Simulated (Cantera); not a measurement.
Feed: 1 mol CuO, 0.37 mol CH₄, 0.013 mol CO, held at 1325 K and 75.0 Torr.

Equilibrium computed with Cantera from the NASA thermochemical tables; the gas is ideal and each condensed phase is pure. Candidate condensed phases: C, C₆H₆, C₇H₈, C₈H₁₈, Cu, CuO, Cu(OH)₂, Cu₂O, H₂O; 113 gas species. Rates play no part.

Base state: H₂O 0.404, H₂ 0.255, CO 0.184, CO₂ 0.157 (mole fractions); condensed: Cu(s).

**Question.** What changes in the equilibrium state with this change: CO from 0.013 to 0.44 mol?

**Answer.** 
```csv
species,before,after
CO,0.184,0.347
H₂,0.255,0.246
H₂O,0.404,0.231
CO₂,0.157,0.175
"Cu(s), mol",1.000,1.000
```
